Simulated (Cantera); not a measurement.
Input: 1 mol BF3, 0.83 mol H2O, held at 852 °C and 0.133 bar.

Method: chemical equilibrium by Gibbs-energy minimisation in Cantera with the NASA 1993 tables (ideal gas, pure condensed phases). Candidate condensed phases: B, B2O3, B3O3H3, H2O; 43 gas species. Gases not in the tables: H3BO3. Kinetics and transport are ignored.

Base state: BF3 0.368, HF 0.313, H2O 0.272, B3O3F3 0.0450, BOF 0.00162, (HBO2)3 0.000812, HBO2 0.000378 (mole fractions); condensed: B2O3(l).

Q: What changes in the equilibrium state with this change: pressure from 0.133 bar to 1.33 mbar?

A: 
```csv
species,before,after
HF,0.313,0.482
BF3,0.368,0.284
H2O,0.272,0.164
BOF,0.00162,0.0321
B3O3F3,0.0450,0.0348
(HBO2)3,0.000812,3.82e-5
HBO2,0.000378,0.00294
"B2O3(l), mol",0.0100,0.0678
```

Q: What changes in the equilibrium state with this change: 0.27 mol Cl2 added?

A: 
```tsv
species	before	after
BF3	0.368	0.323
HCl	0	0.223
HF	0.313	0.218
H2O	0.272	0.137
O2	7.69e-7	0.0558
B3O3F3	0.0450	0.0353
Cl2	0	0.00479
Cl	0	0.000389
B2O3(l), mol	0.0100	0
```

Q: What changes in the equilibrium state with this change: H2O from 0.83 to 16 mol?

A: 
| species | before | after |
|---|---|---|
| H2O | 0.272 | 0.839 |
| HF | 0.313 | 0.148 |
| BF3 | 0.368 | 0.00714 |
| B3O3F3 | 0.0450 | 0.000875 |
| (HBO2)3 | 0.000812 | 0.00440 |
| BOF | 0.00162 | 0.000436 |
| HBO2 | 0.000378 | 0.000664 |
| B2O3(l), mol | 0.0100 | 0.290 |
